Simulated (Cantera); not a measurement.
Input: 1 mol Si, 9.1 mol H₂, a varied amount of HCl, held at 573.15 K and 28.0 bar.

Method: chemical equilibrium by Gibbs-energy minimisation in Cantera with the NASA 1993 tables (ideal gas, pure condensed phases). Candidate condensed phases: Si; 19 gas species. Kinetics and transport are ignored.

Task: Which condensed phases are stable at each of these points (n(HCl) (mol)): 0.61, 0.74, 0.89, 1.1, 1.3, 1.6, 1.9, 2.3, 2.8, 3.4, 4.1?

Result: 
```tsv
n(HCl) (mol)	condensed phases	Si condensed (%)
0.61	Si(s)	80.1
0.74	Si(s)	76.1
0.89	Si(s)	71.4
1.1	Si(s)	64.8
1.3	Si(s)	58.7
1.6	Si(s)	49.4
1.9	Si(s)	40.3
2.3	Si(s)	28.1
2.8	Si(s)	12.9
3.4	gas only	0.0
4.1	gas only	0.0
```

From 0.61 mol HCl to 2.8 mol HCl the condensed part is Si(s). From 3.4 mol HCl to 4.1 mol HCl nothing is condensed.
